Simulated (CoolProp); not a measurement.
Aqueous lithium chloride as a coolant, 19 % by mass, freezing at -39.3 °C, 1 atm.

The numbers come from the Melinder's fits for secondary coolants in CoolProp.

```json
[
 {"T (°C)": "-0.5", "conductivity (W/(m K))": "0.526", "density (kg/m³)": "1114", "viscosity (mPa s)": "3.48", "cp (kJ/(kg K))": "3.176"},
 {"T (°C)": "4.3", "conductivity (W/(m K))": "0.533", "density (kg/m³)": "1113", "viscosity (mPa s)": "3.01", "cp (kJ/(kg K))": "3.203"},
 {"T (°C)": "9.2", "conductivity (W/(m K))": "0.539", "density (kg/m³)": "1112", "viscosity (mPa s)": "2.63", "cp (kJ/(kg K))": "3.230"},
 {"T (°C)": "14.1", "conductivity (W/(m K))": "0.546", "density (kg/m³)": "1111", "viscosity (mPa s)": "2.32", "cp (kJ/(kg K))": "3.258"},
 {"T (°C)": "18.9", "conductivity (W/(m K))": "0.553", "density (kg/m³)": "1110", "viscosity (mPa s)": "2.07", "cp (kJ/(kg K))": "3.285"},
 {"T (°C)": "23.8", "conductivity (W/(m K))": "0.560", "density (kg/m³)": "1108", "viscosity (mPa s)": "1.86", "cp (kJ/(kg K))": "3.313"},
 {"T (°C)": "28.7", "conductivity (W/(m K))": "0.566", "density (kg/m³)": "1107", "viscosity (mPa s)": "1.69", "cp (kJ/(kg K))": "3.340"},
 {"T (°C)": "33.5", "conductivity (W/(m K))": "0.573", "density (kg/m³)": "1105", "viscosity (mPa s)": "1.54", "cp (kJ/(kg K))": "3.368"},
 {"T (°C)": "38.4", "conductivity (W/(m K))": "0.580", "density (kg/m³)": "1103", "viscosity (mPa s)": "1.40", "cp (kJ/(kg K))": "3.395"}
]
```
